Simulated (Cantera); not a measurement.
# Thermodynamics of fluorocarbon and chlorocarbon gases, feed CHF₃ + H₂

A closed system holds: 1 mol CHF₃, 0.095 mol H₂, at 6.90e-5 bar.

Cantera equilibrium calculation (NASA polynomials, part measured and part estimated; ideal gas, pure solids and liquids). Candidate condensed phases: C, C₆H₆, C₇H₈, C₈H₁₈; 95 gas species. The numbers say what is thermodynamically allowed, not how fast it happens.

From 3023 K to 3473 K nothing is condensed. The main C-bearing gas is C throughout.

```
T (K)  log p F  log p H  log p C  log p HF  log p C₃  log p C₂
-----  -------  -------  -------  --------  --------  --------
3023     -4.40    -4.85    -5.05     -5.51     -5.95     -6.09
3098     -4.40    -4.83    -4.97     -5.74     -6.27     -6.19
3173     -4.40    -4.82    -4.93     -5.97     -6.67     -6.34
3248     -4.40    -4.81    -4.90     -6.19     -7.11     -6.53
3323     -4.40    -4.81    -4.89     -6.40     -7.56     -6.73
3398     -4.40    -4.80    -4.88     -6.61     -8.01     -6.93
3473     -4.40    -4.80    -4.88     -6.81     -8.44     -7.12
```
log p: log10 of the partial pressure in bar; nothing condenses.
